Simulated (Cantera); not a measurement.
# Stirred combustor or abatement burner

A perfectly stirred reactor is fed with 6.21 % CH4, 0.217 % C2H6, 0.869 % C3H8, 19.5 % O2, 73.2 % N2, equivalence ratio 0.90, at 1.90 bar; it is adiabatic with a 450 K inlet, and is followed from long to short residence time, starting on the burning branch (τ in s: 0.45, 0.17, 0.063, 0.024, 0.0088, 0.0033, 0.0012, 0.00047, 0.00017, 6.5e-05).

Computed with Cantera and GRI-Mech 3.0 (53 species, 325 reactions). GRI-Mech 3.0 was tuned for natural gas; its chemistry of propane as a main component is partial and can be far from experiment.

```
τ (s)    T (K)     x CH4   x C2H6   x C3H8       x H      x NO   x C2H2
-------  -----  --------  -------  -------  --------  --------  -------
0.45      2243   3.30e-7  1.33e-9  6.16e-9  0.000192   0.00307  5.47e-8
0.17      2243   8.42e-7  3.47e-9  1.60e-8  0.000203   0.00229  1.37e-7
0.063     2240   2.12e-6  9.18e-9  4.21e-8  0.000233   0.00145  3.30e-7
0.024     2232   4.93e-6  2.34e-8  1.05e-7  0.000303  0.000849  7.08e-7
0.0088    2212   1.09e-5  6.03e-8  2.60e-7  0.000483  0.000490  1.34e-6
0.0033    2178   2.23e-5  1.47e-7  5.95e-7  0.000877  0.000297  2.18e-6
0.0012    2125   4.62e-5  3.56e-7  1.33e-6   0.00168  0.000180  3.29e-6
0.00047   2061   9.47e-5  8.01e-7  2.80e-6   0.00291  0.000115  4.80e-6
0.00017   1976  0.000228  2.02e-6  6.65e-6   0.00470   6.83e-5  8.03e-6
6.5e-5    1873  0.000655  5.86e-6  1.84e-5   0.00592   3.57e-5  1.79e-5
```
x: mole fraction; the columns are a selection and need not sum to one.
